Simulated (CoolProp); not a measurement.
Vapour-liquid equilibrium of R22 (1) + methanol (2) at 300.9 K; x and y are mole fractions of (1).

Model: multi-fluid Helmholtz-energy mixture model, Kamei 1995 and de Reuck 1993; pair parameters Bell 2016, in CoolProp.

Question: Give the bubble pressure and the first vapour's composition at x = 0.2, 0.275, 0.8. Is there an azeotrope?

Answer: x = 0.2: 0.3399 MPa, y = 0.947; x = 0.275: 0.4357 MPa, y = 0.961; x = 0.8: 0.9134 MPa, y = 0.990. No azeotrope shows between x = 0.05 and 0.95.

Pair parameters are fitted to limited data, so mixtures are less certain than the pure fluids. The gap from Raoult's law changes sign with composition, which may be real or a fault of the pair parameters; it wasn't checked against measurements.
